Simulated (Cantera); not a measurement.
An isothermal, constant-pressure homogeneous reactor starts with 6.65 % C2H6, 93.1 % H2, 0.213 % N2, at 1625 K and 1.10 bar.

Model: GRI-Mech 3.0 (53 species, 325 reactions), integrated in Cantera. GRI-Mech 3.0 stops at C3 and has no aromatics, soot or wall deposition, so with more carbon than oxygen in the feed, carbon stays in small species such as C2H2 where larger ones or solid carbon would form.

One state of this run: x C2H6 = 1.36e-5; x H2 = 0.909; x CH4 = 0.0540; x C2H4 = 0.00290; x H = 6.29e-5; x C2H2 = 0.0321. x: mole fraction; the columns are a selection and need not sum to one.

**Question.** Which value of t (s) does it belong to?
(A) 0.00317
(B) 0.0200
(C) 0.000503
(D) 0.799

**Answer.** B, 0.0200
